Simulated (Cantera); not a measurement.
Charge: 1 mol CaO, 17 mol HBr, 11 mol N2, equilibrated at 1523.15 K and 750 Torr.

These are equilibrium values from Cantera (NASA tables, ideal gas, pure condensed phases), not measurements of a reactor. Candidate condensed phases: Br2, Ca, CaBr2, CaO, Ca(OH)2, H2O; 34 gas species. Equilibrium is a limit: real reactors are often held back by kinetics, nucleation or transport.

Base state: HBr 0.530, N2 0.400, H2O 0.0364, Br 0.0128, CaBr2 0.0106, H2 0.00783, Br2 0.00144 (mole fractions); condensed: CaBr2(l).

Q: What changes in the equilibrium state with this change: temperature from 1523.15 K to 1000 K?

A: 
```csv
species,before,after
HBr,0.530,0.555
N2,0.400,0.407
H2O,0.0364,0.0370
Br,0.0128,0.000107
CaBr2,0.0106,4.16e-7
H2,0.00783,0.000400
Br2,0.00144,0.000347
"CaBr2(l), mol",0.710,0
"CaBr2(s), mol",0,1.000
```
